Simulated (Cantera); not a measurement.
What does this Cantera script print?

```python
import numpy as np
import cantera as ct

gas_names = [...]  # 110 gases of nasa_gas.yaml made of C, F, H
cond_names = """
    C(gr) C6H6(L) C7H8(L) C8H18(L),n-octa
""".split()


# ... load() reads the species with a 1 bar reference pressure and builds the phases ...
atoms = {
    'C2F6': {'C': 2, 'F': 6},
    'CH4': {'C': 1, 'H': 4},
}
top_T = {'C(gr)': 4500}  # K; cautious upper limits of use, not melting points


# ... equilibrate(T, P, feed) seeds the gas with the atoms and calls Mixture.equilibrate('TP', solver="vcs", rtol=1e-11, max_steps=5000) ...
results = []
feed = {'C2F6': 1, 'CH4': 0.29}  # mol
P = 1.2  # Pa
for T in [3000, 3500, 4000, 4500, 5000]:
    mix = equilibrate(T, P, feed)
    results.append((T, P, feed, dict(zip(mix.species_names, mix.species_moles))))
    x = sorted(zip(gas.X, gas.species_names), reverse=True)
    print(f"T = {T:g} K  P = {P:g} Pa  gas = {mix.phase_moles(0):.4g} mol")
    print("   x: " + "  ".join(f"{s} {v:.3e}" for v, s in x if v > 1e-06))
    print("   condensed (mol): " + ("  ".join(f"{mix.phase(i).name} {mix.phase_moles(i):.4g}"
          for i in range(1, mix.n_phases) if mix.phase_moles(i) > 1e-12) or "none"))
```

It prints:

```
T = 3000 K  P = 1.2 Pa  gas = 9.227 mol
   x: F 6.405e-01  C 2.192e-01  H 1.197e-01  C2 7.114e-03  HF 5.963e-03  CF 3.846e-03  C3 3.634e-03  H2 6.901e-06  C2H 3.448e-06  Electron 3.013e-06  CF+ 2.860e-06  CF2 1.545e-06
   condensed (mol): none
T = 3500 K  P = 1.2 Pa  gas = 9.444 mol
   x: F 6.349e-01  C 2.418e-01  H 1.226e-01  C2 2.603e-04  HF 1.988e-04  CF 1.725e-04  Electron 2.194e-05  C+ 1.776e-05  CF+ 4.176e-06  C3 2.269e-06
   condensed (mol): none
T = 4000 K  P = 1.2 Pa  gas = 9.452 mol
   x: F 6.348e-01  C 2.420e-01  H 1.227e-01  Electron 2.412e-04  C+ 2.389e-04  C2 1.877e-05  CF 1.559e-05  HF 1.519e-05  CF+ 2.168e-06
   condensed (mol): none
T = 4500 K  P = 1.2 Pa  gas = 9.466 mol
   x: F 6.338e-01  C 2.402e-01  H 1.225e-01  Electron 1.697e-03  C+ 1.695e-03  C2 2.383e-06  CF 2.363e-06  HF 2.034e-06  H+ 1.599e-06  CF+ 1.215e-06
   condensed (mol): none
T = 5000 K  P = 1.2 Pa  gas = 9.527 mol
   x: F 6.298e-01  C 2.323e-01  H 1.217e-01  Electron 8.102e-03  C+ 8.087e-03  H+ 1.444e-05
   condensed (mol): none
```

Method: chemical equilibrium by Gibbs-energy minimisation in Cantera with the NASA 1993 tables (ideal gas, pure condensed phases). The feed counts by its element totals alone.
